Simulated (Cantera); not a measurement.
Input: 1 mol SiC, 1.2 mol N2O, 180 mol H2, held at 1925 K and 1.00 bar.

Equilibrium computed with Cantera from the NASA thermochemical tables; the gas is ideal and each condensed phase is pure. Candidate condensed phases: C, C6H6, C7H8, C8H18, H2O, Si, SiC, SiO2, Si2N2O, Si3N4; 151 gas species. Gases not in the tables: Si2H6 and higher silanes. Rates play no part.

Base state: H2 0.986, N2 0.00654, SiO 0.00333, CO 0.00324, H 0.000949, HCN 7.58e-5, CH4 4.42e-5, SiH2 3.17e-5 (mole fractions); condensed: SiC(s).

### Question
What changes in the equilibrium state with this change: temperature from 1925 K to 1750 K?

### Answer
| species | before | after |
|---|---|---|
| H2 | 0.986 | 0.990 |
| N2 | 0.00654 | 0.00490 |
| CO | 0.00324 | 0.00404 |
| SiO | 0.00333 | 0.000880 |
| SiH2 | 3.17e-5 | 2.65e-6 |
| H | 0.000949 | 0.000231 |
| CH4 | 4.42e-5 | 0.000133 |
| HCN | 7.58e-5 | 4.93e-5 |
| SiC(s), mol | 0.384 | 0.231 |
| Si2N2O(s), mol | 0 | 0.304 |
Mutual solubility and eutectic melting of coexisting phases are not modelled.

### Question
What changes in the equilibrium state with this change: pressure from 1.00 bar to 0.130 Pa?

### Answer
```
species        before     after
-----------  --------  --------
H            0.000949     0.553
H2              0.986     0.435
N2            0.00654   0.00474
Si            8.22e-6   0.00316
CH4           4.42e-5     <1e-9
SiH2          3.17e-5   6.99e-9
HCN           7.58e-5   1.10e-7
SiO           0.00333  0.000790
SiC(s), mol     0.384         0
```

### Question
What changes in the equilibrium state with this change: pressure from 1.00 bar to 0.100 bar?

### Answer
```
species        before    after
-----------  --------  -------
H2              0.986    0.984
N2            0.00654  0.00653
CO            0.00324  0.00331
H            0.000949  0.00300
Si            8.22e-6  8.06e-5
SiO           0.00333  0.00326
CH4           4.42e-5  4.49e-6
SiH           6.64e-6  2.06e-5
SiH2          3.17e-5  3.10e-5
SiC(s), mol     0.384    0.379
```
